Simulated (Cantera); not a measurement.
Thermodynamics of thermal oxidation and active oxidation of silicon, feed Si + H₂O + H₂

Input: 1 mol Si, 0.0011 mol H₂O, 16 mol H₂, at 11000 Pa.

These are equilibrium values from Cantera (NASA tables, ideal gas, pure condensed phases), not measurements of a reactor. Candidate condensed phases: H₂O, Si, SiO₂; 18 gas species. Mutual solubility and eutectic melting of coexisting phases are not modelled. The tables hold silica as quartz up to 1696 K and as liquid above; real silica turns to tridymite and cristobalite and melts near 1996 K. Gases not in the tables: Si₂H₆ and higher silanes. Rates play no part.

```json
[
 {"T (°C)": "725", "x H₂": "1.00", "x H": "6.49e-9", "x Si": "<1e-12", "x SiH₂": "8.84e-11", "n Si(s)": "0.999", "n SiO₂(β-quartz)": "0.000550", "n Si(l)": "0"},
 {"T (°C)": "800", "x H₂": "1.00", "x H": "4.22e-8", "x Si": "<1e-12", "x SiH₂": "6.77e-10", "n Si(s)": "0.999", "n SiO₂(β-quartz)": "0.000549", "n Si(l)": "0"},
 {"T (°C)": "875", "x H₂": "1.000", "x H": "2.16e-7", "x Si": "1.66e-12", "x SiH₂": "3.97e-9", "n Si(s)": "0.999", "n SiO₂(β-quartz)": "0.000542", "n Si(l)": "0"},
 {"T (°C)": "950", "x H₂": "1.000", "x H": "9.07e-7", "x Si": "2.93e-11", "x SiH₂": "1.87e-8", "n Si(s)": "0.999", "n SiO₂(β-quartz)": "0.000475", "n Si(l)": "0"},
 {"T (°C)": "1025", "x H₂": "1.000", "x H": "3.23e-6", "x Si": "3.69e-10", "x SiH₂": "7.39e-8", "n Si(s)": "0.999", "n SiO₂(β-quartz)": "2.05e-5", "n Si(l)": "0"},
 {"T (°C)": "1100", "x H₂": "1.000", "x H": "1.00e-5", "x Si": "3.53e-9", "x SiH₂": "2.51e-7", "n Si(s)": "0.999", "n SiO₂(β-quartz)": "0", "n Si(l)": "0"},
 {"T (°C)": "1175", "x H₂": "1.000", "x H": "2.78e-5", "x Si": "2.66e-8", "x SiH₂": "7.48e-7", "n Si(s)": "0.999", "n SiO₂(β-quartz)": "0", "n Si(l)": "0"},
 {"T (°C)": "1250", "x H₂": "1.000", "x H": "6.97e-5", "x Si": "1.64e-7", "x SiH₂": "2.00e-6", "n Si(s)": "0.999", "n SiO₂(β-quartz)": "0", "n Si(l)": "0"},
 {"T (°C)": "1325", "x H₂": "1.000", "x H": "0.000160", "x Si": "8.50e-7", "x SiH₂": "4.89e-6", "n Si(s)": "0.999", "n SiO₂(β-quartz)": "0", "n Si(l)": "0"},
 {"T (°C)": "1400", "x H₂": "1.000", "x H": "0.000343", "x Si": "3.80e-6", "x SiH₂": "1.10e-5", "n Si(s)": "0.999", "n SiO₂(β-quartz)": "0", "n Si(l)": "0"},
 {"T (°C)": "1475", "x H₂": "0.999", "x H": "0.000689", "x Si": "1.32e-5", "x SiH₂": "2.05e-5", "n Si(s)": "0", "n SiO₂(β-quartz)": "0", "n Si(l)": "0.998"},
 {"T (°C)": "1550", "x H₂": "0.999", "x H": "0.00131", "x Si": "4.02e-5", "x SiH₂": "3.51e-5", "n Si(s)": "0", "n SiO₂(β-quartz)": "0", "n Si(l)": "0.997"},
 {"T (°C)": "1625", "x H₂": "0.997", "x H": "0.00235", "x Si": "0.000112", "x SiH₂": "5.74e-5", "n Si(s)": "0", "n SiO₂(β-quartz)": "0", "n Si(l)": "0.996"},
 {"T (°C)": "1700", "x H₂": "0.995", "x H": "0.00406", "x Si": "0.000287", "x SiH₂": "9.04e-5", "n Si(s)": "0", "n SiO₂(β-quartz)": "0", "n Si(l)": "0.992"}
]
```
x: gas mole fraction; n: condensed amount in mol.

From 725 °C to 1025 °C the condensed part is Si(s) + SiO₂(β-quartz). From 1100 °C to 1400 °C the condensed part is Si(s). From 1475 °C to 1700 °C the condensed part is Si(l). The main Si-bearing gas is SiH₄ at 725 °C and Si at 1700 °C.
